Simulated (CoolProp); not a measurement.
The fluid at 293.15 K and 0.376 MPa expands adiabatically to 0.07 MPa with isentropic efficiency 0.85. The same conditions are run with several fluids, on thermodynamics alone (safety and materials aside).

Values from CoolProp's reference Helmholtz-energy equation of state of each fluid (CH2F2 (R32): Tillner-Roth 1997; R125: Lemmon 2005; normal hydrogen: Leachman 2009; R115: Lemmon 2016).

```tsv
fluid	work (kJ/kg)	final temperature (K)	final density (kg/m³)
CH2F2 (R32)	54.2	217.4	2.08
R125	25.7	254.3	4.05
normal hydrogen	1360	195.5	0.0868
R115	20.1	259.2	5.12
```
